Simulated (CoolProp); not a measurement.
A single-stage vapour-compression cycle with R1336mzz(Z): evaporating at 319.15 K (dew point), condensing at 343.15 K (bubble point), superheat 0 K, subcooling 0 K, compressor efficiency 0.7, no pressure losses. Each further row changes one setting.

Values from CoolProp's reference Helmholtz-energy equation of state, McLinden 2020.

```tsv
case	cooling COP	pressure ratio	discharge temperature (K)	refrigerating effect (kJ/kg)	volumetric capacity (kJ/m³)
as stated	___	2.08	343.1	127	1330
evaporating temperature 324.15 K	___	1.77	343.1	131	1600
condensing temperature 338.15 K	10.6	___	338.1	134	1400
subcooling 5 K	___	2.08	343.1	134	1400
superheat 10 K	8.34	2.08	___	137	___
compressor efficiency 0.6	___	2.08	343.1	127	1330
```

**Question.** Fill in the missing entries.

**Answer.** 
- as stated, cooling COP: 8.17
- evaporating temperature 324.15 K, cooling COP: 10.7
- condensing temperature 338.15 K, pressure ratio: 1.81
- subcooling 5 K, cooling COP: 8.59
- superheat 10 K, discharge temperature (K): 350.5
- superheat 10 K, volumetric capacity (kJ/m³): 1370
- compressor efficiency 0.6, cooling COP: 7.00

The compression ends wet for: as stated; evaporating temperature 324.15 K; condensing temperature 338.15 K; subcooling 5 K; compressor efficiency 0.6.
